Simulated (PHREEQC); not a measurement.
0.35 g of hydrous ferric oxide (600 m²/g; 0.2 weak and 0.005 strong sites per Fe, Dzombak-Morel constants, diffuse double layer) in 1 kg of water with 0.05 mol/kgw of an inert sodium salt and 0.0002 mol/kgw CaCl2, at 25 °C; the pH is set by adding NaOH or the inert anion's acid. O2 is buffered at 0.21 atm. CO2 from the air is kept out. No solid was allowed to form.

The series has 13 steps of pH, from 3 to 11.

Computed with PHREEQC (ion-association model, wateq4f.dat).

Problem. Near which pH is half of the Ca sorbed, and on which side is more sorbed?

Solution. Near pH 8.9, with more sorbed at higher pH.

The oxide is taken as insoluble; below pH 4 it would dissolve.
